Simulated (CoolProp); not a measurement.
Vapour-liquid equilibrium of carbon dioxide (1) + R142b (2) at 229.2 K; x and y are mole fractions of (1).

Computed with CoolProp (multi-fluid Helmholtz-energy mixture model, Span 1996 and Lemmon 2006; pair parameters Bell 2016).

Give the bubble pressure and the first vapour's composition at x = 0.55, 0.75, 0.95. Is there an azeotrope?

x = 0.55: 493.9 kPa, y = 0.979; x = 0.75: 653.8 kPa, y = 0.990; x = 0.95: 819.7 kPa, y = 0.998. No azeotrope shows between x = 0.05 and 0.95.

The pair parameters rest on a limited set of measurements; away from them the model extrapolates. The gap from Raoult's law changes sign with composition, which may be real or a fault of the pair parameters; it wasn't checked against measurements.
